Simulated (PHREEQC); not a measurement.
KOH is added in steps, without added water, to 1 kg of water holding 0.0014 mol NH3 and 0.012 mol K2CO3, at 25 °C. O2 is buffered at 0.21 atm. CO2 from the air is kept out. No solid was allowed to form.

Base run: PHREEQC, ion-association model, wateq4f.dat. Each further column changes one thing. The table gives HCO3- (mol/kgw).

```json
[
 {"KOH added (mol)": "0", "base": "0.00128", "metal-ligand complexes left out": "0.00128", "Davies equation for every ion": "0.00126", "database phreeqc.dat": "0.00129", "all activity coefficients set to 1": "0.00149"},
 {"KOH added (mol)": "0.0013", "base": "0.000814", "metal-ligand complexes left out": "0.000814", "Davies equation for every ion": "0.000796", "database phreeqc.dat": "0.000820", "all activity coefficients set to 1": "0.00101"},
 {"KOH added (mol)": "0.00325", "base": "0.000475", "metal-ligand complexes left out": "0.000475", "Davies equation for every ion": "0.000462", "database phreeqc.dat": "0.000480", "all activity coefficients set to 1": "0.000625"},
 {"KOH added (mol)": "0.0052", "base": "0.000323", "metal-ligand complexes left out": "0.000323", "Davies equation for every ion": "0.000313", "database phreeqc.dat": "0.000327", "all activity coefficients set to 1": "0.000437"},
 {"KOH added (mol)": "0.0065", "base": "0.000264", "metal-ligand complexes left out": "0.000264", "Davies equation for every ion": "0.000256", "database phreeqc.dat": "0.000267", "all activity coefficients set to 1": "0.000362"},
 {"KOH added (mol)": "0.0078", "base": "0.000223", "metal-ligand complexes left out": "0.000223", "Davies equation for every ion": "0.000215", "database phreeqc.dat": "0.000225", "all activity coefficients set to 1": "0.000307"},
 {"KOH added (mol)": "0.00975", "base": "0.000180", "metal-ligand complexes left out": "0.000180", "Davies equation for every ion": "0.000174", "database phreeqc.dat": "0.000182", "all activity coefficients set to 1": "0.000250"},
 {"KOH added (mol)": "0.0117", "base": "0.000150", "metal-ligand complexes left out": "0.000150", "Davies equation for every ion": "0.000145", "database phreeqc.dat": "0.000152", "all activity coefficients set to 1": "0.000211"},
 {"KOH added (mol)": "0.013", "base": "0.000135", "metal-ligand complexes left out": "0.000135", "Davies equation for every ion": "0.000130", "database phreeqc.dat": "0.000137", "all activity coefficients set to 1": "0.000191"}
]
```

 phreeqc.dat and wateq4f.dat share most of their constants, so their agreement is no independent check.
